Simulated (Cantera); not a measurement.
Charge: 1 mol Ca(OH)₂, 0.23 mol C, 0.15 mol H₂O, held at 775 °C and 0.000110 bar.

Method: chemical equilibrium by Gibbs-energy minimisation in Cantera with the NASA 1993 tables (ideal gas, pure condensed phases). Candidate condensed phases: C, C₆H₆, C₇H₈, C₈H₁₈, Ca, CaCO₃, CaO, Ca(OH)₂, H₂O; 115 gas species. Kinetics and transport are ignored.

Base state: H₂O 0.550, H₂ 0.283, CO₂ 0.116, CO 0.0504 (mole fractions); condensed: CaO(s).

**Question.** What changes in the equilibrium state with this change: Ca(OH)₂ replaced by Mg(OH)₂?

**Answer.** 
| species | before | after |
|---|---|---|
| H₂O | 0.550 | 0.550 |
| H₂ | 0.283 | 0.283 |
| CO₂ | 0.116 | 0.116 |
| CO | 0.0504 | 0.0504 |
| CaO(s), mol | 1.00 | 0 |
| MgO(s), mol | 0 | 1.00 |
Further candidate phases: Mg, MgCO₃, MgO, Mg(OH)₂.
